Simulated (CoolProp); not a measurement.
Properties of ethane along the isotherm 227.6 K (Tc = 305.3 K, pc = 4.872 MPa, ω = 0.099).

Model: reference Helmholtz-energy equation of state, Bücker 2006, in CoolProp.

| p (MPa) | phase | viscosity (µPa s) | conductivity (mW/(m K)) | fugacity coefficient |
|---|---|---|---|---|
| 0.761 | liquid | [?] | 128 | [?] |
| 1.52 | liquid | 102 | 129 | 0.3891 |
| 2.28 | liquid | [?] | 130 | [?] |
| 3.05 | liquid | 104 | 131 | 0.2038 |
| 3.81 | liquid | [?] | 132 | 0.1672 |
| 4.57 | liquid | 106 | 133 | [?] |
| 5.33 | liquid | 107 | 133 | 0.1255 |
| 6.09 | liquid | 108 | 134 | 0.1126 |
| 6.85 | liquid | 109 | 135 | 0.1026 |
| 7.61 | liquid | 110 | 136 | 0.09461 |
| 8.37 | liquid | 111 | 137 | 0.08813 |
| 9.14 | liquid | 112 | 137 | 0.08271 |
| 9.9 | liquid | 113 | [?] | 0.07823 |
| 10.7 | liquid | 114 | 139 | 0.07424 |
| 11.4 | liquid | 115 | 140 | [?] |
| 12.2 | liquid | 116 | 140 | 0.06828 |

Q: Complete the blanks.

A: 
- 0.761, viscosity (µPa s): 101
- 0.761, fugacity coefficient: 0.7581
- 2.28, viscosity (µPa s): 103
- 2.28, fugacity coefficient: 0.2659
- 3.81, viscosity (µPa s): 105
- 4.57, fugacity coefficient: 0.1429
- 9.9, conductivity (mW/(m K)): 138
- 11.4, fugacity coefficient: 0.07124

Viscosity comes from a separate model (Friend 1991). Thermal conductivity comes from a separate model (Friend 1991).
